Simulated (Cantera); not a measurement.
Equilibrium for aluminium nitride and oxide growth: AlCl3 + N2O + H2

Charge: 1 mol AlCl3, 2.7 mol N2O, 6.1 mol H2, held at 52.0 mbar.

These are equilibrium values from Cantera (NASA tables, ideal gas, pure condensed phases), not measurements of a reactor. Candidate condensed phases: Al, AlCl3, AlN, Al2O3, H2O, NH4Cl; 45 gas species. The tables' values for AlCl2 are old estimates; treat these amounts as uncertain. Condensed phases not in the tables: AlOCl. Kinetics and transport are ignored.

From 898 K to 2198 K the condensed part is Al2O3(s).

```csv
T (K),log p H2,log p HCl,log p N2,log p H2O,log p H,log p Cl,log p OH,log p AlCl,n Al2O3(s)
898,-1.77,-1.82,-1.87,-2.22,-10.84,-10.91,<-13,<-13,0.500
998,-1.77,-1.82,-1.87,-2.22,-9.55,-9.64,-12.66,<-13,0.500
1098,-1.77,-1.82,-1.87,-2.22,-8.49,-8.59,-11.30,<-13,0.500
1198,-1.77,-1.82,-1.87,-2.22,-7.60,-7.72,-10.16,<-13,0.500
1298,-1.77,-1.82,-1.87,-2.22,-6.85,-6.98,-9.19,-13.01,0.500
1398,-1.77,-1.82,-1.87,-2.22,-6.21,-6.35,-8.37,-11.59,0.500
1498,-1.77,-1.82,-1.87,-2.22,-5.65,-5.80,-7.65,-10.37,0.500
1598,-1.77,-1.82,-1.87,-2.22,-5.16,-5.31,-7.02,-9.31,0.500
1698,-1.77,-1.82,-1.87,-2.22,-4.72,-4.89,-6.46,-8.38,0.500
1798,-1.77,-1.82,-1.87,-2.22,-4.34,-4.51,-5.97,-7.55,0.500
1898,-1.77,-1.82,-1.87,-2.22,-3.99,-4.17,-5.53,-6.82,0.500
1998,-1.77,-1.83,-1.87,-2.22,-3.68,-3.86,-5.13,-6.16,0.500
2098,-1.77,-1.83,-1.87,-2.22,-3.40,-3.59,-4.77,-5.58,0.499
2198,-1.77,-1.84,-1.87,-2.22,-3.14,-3.34,-4.45,-5.05,0.498
```
log p: log10 of the partial pressure in bar; n: condensed amount in mol.
